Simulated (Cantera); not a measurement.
Input (Python, Cantera) and output of one run.

```python
import numpy as np
import cantera as ct

gas_names = """
    Cu CuF CuF2 Cu2 F F2
""".split()
cond_names = """
    Cu(cr) Cu(L) CuF2(s) CuF2(L)
""".split()


# ... load() reads the species with a 1 bar reference pressure and builds the phases ...
atoms = {
    'Cu': {'Cu': 1},
    'F2': {'F': 2},
}
top_T = {}  # K; cautious upper limits of use, not melting points


# ... equilibrate(T, P, feed) seeds the gas with the atoms and calls Mixture.equilibrate('TP', solver="vcs", rtol=1e-11, max_steps=5000) ...
results = []
feed = {'Cu': 1, 'F2': 1.3}  # mol
T = 1223.15  # K
P = 10000  # Pa
mix = equilibrate(T, P, feed)
results.append((T, P, feed, dict(zip(mix.species_names, mix.species_moles))))
x = sorted(zip(gas.X, gas.species_names), reverse=True)
print(f"T = {T:g} K  P = {P:g} Pa  gas = {mix.phase_moles(0):.4g} mol")
print("   x: " + "  ".join(f"{s} {v:.3e}" for v, s in x if v > 1e-05))
print("   condensed (mol): " + ("  ".join(f"{mix.phase(i).name} {mix.phase_moles(i):.4g}"
      for i in range(1, mix.n_phases) if mix.phase_moles(i) > 1e-12) or "none"))
```

Result:

```
T = 1223.15 K  P = 10000 Pa  gas = 0.5161 mol
   x: F 8.050e-01  F2 1.788e-01  CuF2 1.620e-02
   condensed (mol): CuF2(L) 0.9916
```

Cantera equilibrium calculation (NASA polynomials, part measured and part estimated; ideal gas, pure solids and liquids).
